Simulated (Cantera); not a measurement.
**Adiabatic ignition**

An adiabatic, constant-volume homogeneous reactor starts with C₃H₈ : O₂ : N₂ = 1 : 11.4 : 42.7 (molar parts), equivalence ratio 0.44, at 1800 K and 22.7 atm.

Model: GRI-Mech 3.0 (53 species, 325 reactions), integrated in Cantera. GRI-Mech 3.0 was tuned for natural gas; its chemistry of propane as a main component is partial and can be far from experiment. The pressure lies above the range GRI-Mech 3.0 was tuned for (to about 10 atm).

| t (s) | T (K) | P (bar) | x C₃H₈ | x O₂ | x N₂O | x NO₂ | x HCN | x C₂H₄ |
|---|---|---|---|---|---|---|---|---|
| 4.00e-6 | 2851 | 37.4 | <1e-12 | 0.112 | 8.12e-6 | 1.44e-6 | 8.85e-11 | <1e-12 |
| 1.46e-5 | 2858 | 37.5 | <1e-12 | 0.110 | 8.10e-6 | 6.99e-6 | 6.47e-11 | <1e-12 |
| 5.31e-5 | 2845 | 37.3 | <1e-12 | 0.107 | 8.05e-6 | 2.37e-5 | 7.54e-11 | <1e-12 |
| 0.000193 | 2822 | 37.0 | <1e-12 | 0.102 | 8.13e-6 | 5.39e-5 | 8.64e-11 | <1e-12 |
| 0.000705 | 2811 | 36.8 | <1e-12 | 0.0995 | 8.27e-6 | 6.92e-5 | 8.88e-11 | <1e-12 |
| 0.00257 | 2810 | 36.8 | <1e-12 | 0.0994 | 8.27e-6 | 6.97e-5 | 8.89e-11 | <1e-12 |
| 0.00935 | 2810 | 36.8 | <1e-12 | 0.0994 | 8.27e-6 | 6.97e-5 | 8.89e-11 | <1e-12 |
| 0.0341 | 2810 | 36.8 | <1e-12 | 0.0994 | 8.27e-6 | 6.97e-5 | 8.89e-11 | <1e-12 |
| 0.124 | 2810 | 36.8 | <1e-12 | 0.0994 | 8.27e-6 | 6.97e-5 | 8.89e-11 | <1e-12 |
| 0.452 | 2810 | 36.8 | <1e-12 | 0.0994 | 8.27e-6 | 6.97e-5 | 8.89e-11 | <1e-12 |
| 1.65 | 2810 | 36.8 | <1e-12 | 0.0994 | 8.27e-6 | 6.97e-5 | 8.89e-11 | <1e-12 |
| 6.00 | 2810 | 36.8 | <1e-12 | 0.0994 | 8.27e-6 | 6.97e-5 | 8.89e-11 | <1e-12 |
x: mole fraction; the columns are a selection and need not sum to one.

```
Property                                                             Value
---------------------------------  ---------------------------------------
time of steepest temperature rise                                  1.21 µs
temperature at 6.00 s                                               2810 K
equilibrium temperature                                             2810 K
x(C₃H₈) at 6.00 s                    <1e-12 (gas-phase equilibrium <1e-12)
x(O₂) at 6.00 s                      0.0994 (gas-phase equilibrium 0.0994)
x(N₂O) at 6.00 s                   8.27e-6 (gas-phase equilibrium 8.27e-6)
```
